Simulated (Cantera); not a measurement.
Input: 1 mol CaF₂, 2.7 mol HF, 370 mol N₂, at 2.50 Pa.

Equilibrium computed with Cantera from the NASA thermochemical tables; the gas is ideal and each condensed phase is pure. Candidate condensed phases: Ca, CaF₂; 25 gas species. Kinetics and transport are ignored.

x: gas mole fraction; nothing condenses.

```
T (°C)   x N₂     x HF   x CaF₂         x F
------  -----  -------  -------  ----------
1152    0.990  0.00722  0.00268  (withheld)
1227    0.990  0.00722  0.00268  (withheld)
1302    0.990  0.00722  0.00268  (withheld)
1377    0.990  0.00721  0.00267  (withheld)
1452    0.990  0.00719  0.00267  (withheld)
1527    0.990  0.00715  0.00266  (withheld)
1602    0.990  0.00706  0.00265  (withheld)
1677    0.990  0.00690  0.00262  (withheld)
1752    0.989  0.00661  0.00257  (withheld)
1827    0.989  0.00612  0.00246  (withheld)
```

Task: Some entries are withheld; supply them.

Result: 
- 1152, x F: 5.65e-7
- 1227, x F: 1.82e-6
- 1302, x F: 5.38e-6
- 1377, x F: 1.46e-5
- 1452, x F: 3.65e-5
- 1527, x F: 8.51e-5
- 1602, x F: 0.000185
- 1677, x F: 0.000379
- 1752, x F: 0.000730
- 1827, x F: 0.00133
